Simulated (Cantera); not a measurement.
**Equilibrium for carbon deposition, reforming and gasification: C₂H₂ + CO₂**

Charge: 1 mol C₂H₂, 0.16 mol CO₂, equilibrated at 2800000 Pa.

These are equilibrium values from Cantera (NASA tables, ideal gas, pure condensed phases), not measurements of a reactor. Candidate condensed phases: C, C₆H₆, C₇H₈, C₈H₁₈, H₂O; 110 gas species. Rates play no part.

```csv
T (K),log p H₂,log p CO,log p C₂H₂ (acetylene),log p H,log p CH₄,log p H₂O,n C(graphite)
1925,1.32,0.83,-2.02,-2.36,-0.64,-1.64,1.83
2025,1.32,0.83,-1.72,-2.05,-0.76,-1.82,1.83
2125,1.32,0.83,-1.45,-1.78,-0.86,-1.98,1.83
2225,1.32,0.83,-1.21,-1.53,-0.96,-2.12,1.83
2325,1.32,0.83,-0.99,-1.30,-1.05,-2.26,1.83
2425,1.32,0.83,-0.79,-1.09,-1.13,-2.38,1.82
2525,1.32,0.83,-0.60,-0.89,-1.21,-2.49,1.81
2625,1.31,0.83,-0.43,-0.72,-1.28,-2.60,1.80
2725,1.31,0.83,-0.28,-0.55,-1.35,-2.70,1.79
2825,1.30,0.83,-0.14,-0.40,-1.42,-2.79,1.77
2925,1.29,0.83,-0.01,-0.26,-1.49,-2.88,1.74
```
log p: log10 of the partial pressure in bar; n: condensed amount in mol.

From 1925 K to 2925 K the condensed part is C(graphite). The main C-bearing gas is CO throughout.
